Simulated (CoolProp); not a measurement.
Carbon dioxide along the isotherm 238.25 °C: density (kg/m³) from the reference equation and from simpler models built on Tc = 31.0 °C, pc = 73.77 bar, ω = 0.224; each cubic takes its own stable root.

Values from CoolProp's reference Helmholtz-energy equation of state, Span 1996.

```csv
p (bar),phase,reference
11.5,gas,11.99
23.1,gas,24.27
34.6,gas,36.61
46.1,gas,49.12
57.6,gas,61.79
69.2,gas,74.72
80.7,supercritical,87.68
92.2,supercritical,100.8
104,supercritical,114.3
115,supercritical,127.0
127,supercritical,141.0
138,supercritical,153.9
150,supercritical,168.0
161,supercritical,181.0
173,supercritical,195.1
184,supercritical,208.1
```

Task: How far does each simpler model (van der Waals, Redlich-Kwong, Soave-Redlich-Kwong, Peng-Robinson) lie from the reference over these 16 states: mean and median of the absolute difference, and the worst?

Result: 
- van der Waals: mean 4.6 %, median 4.5 %, worst +8.9 % at 238.25 °C and 184 bar
- Redlich-Kwong: mean 2.1 %, median 2.2 %, worst +3.7 % at 238.25 °C and 184 bar
- Soave-Redlich-Kwong: mean 2.2 %, median 2.2 %, worst -4.4 % at 238.25 °C and 184 bar
- Peng-Robinson: mean 0.2 %, median 0.2 %, worst -0.7 % at 238.25 °C and 184 bar
